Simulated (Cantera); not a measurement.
**Chlorosilane synthesis and conversion: Si + Cl₂ + H₂**

A closed system holds: 1 mol Si, 1.1 mol Cl₂, 0.43 mol H₂, held at 575 °C and 0.133 bar.

Equilibrium computed with Cantera from the NASA thermochemical tables; the gas is ideal and each condensed phase is pure. Candidate condensed phases: Si; 19 gas species. The tables' values for SiCl₃ are old estimates; treat these amounts as uncertain. Kinetics and transport are ignored.

```
Quantity        Result
----------  ----------
x(SiCl₄)         0.510
x(H₂)            0.404
x(SiHCl₃)       0.0803
x(HCl)         0.00416
x(SiH₂Cl₂)     0.00111
x(SiCl₃)      0.000598
x(SiCl₂)       5.06e-5
x(SiH₃Cl)      3.64e-6
n(Si(s))     0.431 mol
gas amount  0.9613 mol
```
